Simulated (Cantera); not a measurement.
A closed system holds: 1 mol C3H8, 1.8 mol H2O, 3.1 mol N2, equilibrated at 39.0 Pa.

Method: chemical equilibrium by Gibbs-energy minimisation in Cantera with the NASA 1993 tables (ideal gas, pure condensed phases). Candidate condensed phases: C, C6H6, C7H8, C8H18, H2O; 136 gas species. The numbers say what is thermodynamically allowed, not how fast it happens.

Question: What share of the C ends up in condensed phases as a function of T (°C), at 825, 1025, 1225, 1425, 1625, 1825, 2025, 2225, 2425, 2625?

Answer: 
```json
[
 {"T (°C)": "825", "C condensed (%)": "40.0", "as": "C(graphite)"},
 {"T (°C)": "1025", "C condensed (%)": "40.0", "as": "C(graphite)"},
 {"T (°C)": "1225", "C condensed (%)": "39.8", "as": "C(graphite)"},
 {"T (°C)": "1425", "C condensed (%)": "39.4", "as": "C(graphite)"},
 {"T (°C)": "1625", "C condensed (%)": "38.5", "as": "C(graphite)"},
 {"T (°C)": "1825", "C condensed (%)": "36.5", "as": "C(graphite)"},
 {"T (°C)": "2025", "C condensed (%)": "33.4", "as": "C(graphite)"},
 {"T (°C)": "2225", "C condensed (%)": "28.2", "as": "C(graphite)"},
 {"T (°C)": "2425", "C condensed (%)": "0.0", "as": "-"},
 {"T (°C)": "2625", "C condensed (%)": "0.0", "as": "-"}
]
```
